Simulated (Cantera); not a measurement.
An adiabatic, constant-volume homogeneous reactor starts with CH4 : CO : O2 : N2 : H2O = 1 : 0.67 : 1.3 : 3.89 : 0.46 (molar parts), equivalence ratio 1.8, at 1275 K and 760 Torr. Integrator tolerance rtol = 1e-08.

Model: GRI-Mech 3.0 (53 species, 325 reactions), integrated in Cantera.

Problem. What does this change do: constant pressure in place of constant volume?

Solution. 
```json
[
 {"quantity": "time of steepest temperature rise", "before": "27.8 ms", "after": "30.6 ms"},
 {"quantity": "temperature at 8.00 s", "before": "2783 K", "after": "2541 K"},
 {"quantity": "equilibrium temperature", "before": "2783 K", "after": "2541 K"},
 {"quantity": "x(CH4) at 8.00 s", "before": "4.87e-12 (gas-phase equilibrium 5.63e-12)", "after": "2.05e-12 (gas-phase equilibrium 2.34e-12)"},
 {"quantity": "x(CO) at 8.00 s", "before": "0.159 (gas-phase equilibrium 0.159)", "after": "0.156 (gas-phase equilibrium 0.156)"},
 {"quantity": "x(O2) at 8.00 s", "before": "0.000699 (gas-phase equilibrium 0.000699)", "after": "0.000215 (gas-phase equilibrium 0.000215)"},
 {"quantity": "x(C2H) at 8.00 s", "before": "<1e-12 (gas-phase equilibrium <1e-12)", "after": "<1e-12 (gas-phase equilibrium <1e-12)"},
 {"quantity": "x(CH2CO) at 8.00 s", "before": "<1e-12 (gas-phase equilibrium <1e-12)", "after": "<1e-12 (gas-phase equilibrium <1e-12)"},
 {"quantity": "x(HO2) at 8.00 s", "before": "6.69e-7 (gas-phase equilibrium 6.69e-7)", "after": "1.28e-7 (gas-phase equilibrium 1.28e-7)"},
 {"quantity": "x(NO) at 8.00 s", "before": "0.00162 (gas-phase equilibrium 0.00162)", "after": "0.000619 (gas-phase equilibrium 0.000619)"}
]
```

Problem. What does this change do: CH4 1 to 1.5 parts?

Solution. 
```tsv
quantity	before	after
time of steepest temperature rise	27.8 ms	34.7 ms
temperature at 8.00 s	2783 K	2418 K
equilibrium temperature	2783 K	2418 K
x(CH4) at 8.00 s	4.87e-12 (gas-phase equilibrium 5.63e-12)	3.80e-10 (gas-phase equilibrium 4.28e-10)
x(CO) at 8.00 s	0.159 (gas-phase equilibrium 0.159)	0.205 (gas-phase equilibrium 0.205)
x(O2) at 8.00 s	0.000699 (gas-phase equilibrium 0.000699)	2.78e-6 (gas-phase equilibrium 2.78e-6)
x(C2H) at 8.00 s	<1e-12 (gas-phase equilibrium <1e-12)	<1e-12 (gas-phase equilibrium <1e-12)
x(CH2CO) at 8.00 s	<1e-12 (gas-phase equilibrium <1e-12)	<1e-12 (gas-phase equilibrium <1e-12)
x(HO2) at 8.00 s	6.69e-7 (gas-phase equilibrium 6.69e-7)	3.69e-9 (gas-phase equilibrium 3.69e-9)
x(NO) at 8.00 s	0.00162 (gas-phase equilibrium 0.00162)	5.20e-5 (gas-phase equilibrium 5.20e-5)
```
